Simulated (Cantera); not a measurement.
Feed: 1 mol PbO, 0.77 mol CH₄, 0.25 mol CO, equilibrated at 100 Torr.

Cantera equilibrium calculation (NASA polynomials, part measured and part estimated; ideal gas, pure solids and liquids). Candidate condensed phases: C, C₆H₆, C₇H₈, C₈H₁₈, H₂O, Pb, PbO, PbO₂, Pb₃O₄; 113 gas species. The numbers say what is thermodynamically allowed, not how fast it happens. All values below are at 2373 K.

Base state: H₂ 0.360, Pb 0.277, CO 0.276, H₂O 0.0553, H 0.0230, CO₂ 0.00726, OH 0.000626, PbO 0.000610 (mole fractions); condensed: gas only.

Q: What changes in the equilibrium state with this change: pressure from 100 Torr to 1950 Torr?

A: 
| species | before | after |
|---|---|---|
| H₂ | 0.360 | 0.372 |
| CO | 0.276 | 0.279 |
| Pb | 0.277 | 0.279 |
| H | 0.0230 | 0.00529 |
| H₂O | 0.0553 | 0.0565 |
| O | 2.68e-5 | 1.36e-6 |
| Pb₂ | 2.65e-5 | 0.000524 |
| OH | 0.000626 | 0.000142 |
| PbO | 0.000610 | 0.000607 |
Gases not in the tables: (PbO)n polymers.
